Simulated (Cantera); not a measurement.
Input (Python, Cantera):

```python
import numpy as np
import cantera as ct

surf = ct.Interface("diamond.yaml", "diamond_100")
gas, bulk = surf.adjacent["gas"], surf.adjacent["diamond"]
k = surf.kinetics_species_index(bulk.species_names[0])
cover = ["c6HH", "c6H*", "c6*H", "c6**", "c6HM", "c6B"]

rows, drift = [], 0.0
print(f"{'T':>10s}{'um/h':>11s}" + "".join(f"{s:>11s}" for s in cover))
for v in [900, 950, 1000, 1050, 1100, 1150, 1200, 1250, 1300, 1350, 1400]:
    T, P, xH, xCH3 = v, 15000, 0.00023, 0.00043
    gas.TPX = T, P, {"H": xH, "CH3": xCH3, "CH4": 0.01, "H2": 1 - xH - xCH3 - 0.01}
    surf.TP = bulk.TP = T, P
    surf.coverages = "c6H*:0.1, c6HH:0.9"
    surf.advance_coverages(100.0)
    before = surf.coverages
    surf.advance_coverages(100.0)
    drift = max(drift, np.max(np.abs(surf.coverages - before) / (surf.coverages + 1e-9)))
    rate = surf.net_production_rates[k] * bulk.mean_molecular_weight / bulk.density * 3.6e9
    rows.append([rate, *surf[cover].coverages])
    print(f"{v:10.4g}{rate:11.4e}" + "".join(f"{x:11.3e}" for x in rows[-1][1:]))
```

Result:

```
         T       um/h       c6HH       c6H*       c6*H       c6**       c6HM        c6B
       900 6.4258e+00  2.637e-01  3.795e-03  1.062e-01  9.994e-04  5.030e-01  1.744e-08
       950 9.1173e+00  2.896e-01  5.930e-03  1.408e-01  1.680e-03  4.314e-01  2.474e-08
      1000 1.1456e+01  3.298e-01  9.196e-03  1.882e-01  2.736e-03  3.431e-01  3.109e-08
      1050 1.1629e+01  3.944e-01  1.437e-02  2.573e-01  4.376e-03  2.279e-01  3.156e-08
      1100 8.7758e+00  4.633e-01  2.110e-02  3.343e-01  6.410e-03  1.131e-01  2.381e-08
      1150 5.3990e+00  5.038e-01  2.726e-02  3.864e-01  8.078e-03  4.337e-02  1.465e-08
      1200 3.3899e+00  5.202e-01  3.186e-02  4.079e-01  9.043e-03  1.479e-02  9.199e-09
      1250 2.4682e+00  5.299e-01  3.523e-02  4.105e-01  9.458e-03  4.952e-03  6.698e-09
      1300 1.9445e+00  5.414e-01  3.771e-02  4.030e-01  9.536e-03  1.691e-03  5.276e-09
      1350 1.3846e+00  5.568e-01  3.951e-02  3.896e-01  9.400e-03  5.953e-04  3.757e-09
      1400 7.8117e-01  5.755e-01  4.070e-02  3.725e-01  9.044e-03  2.195e-04  2.120e-09
```

Cantera simulation using the Harris–Goodwin 1993 mechanism for the reconstructed diamond (100) surface; the numbers are that mechanism's predictions, not measurements.
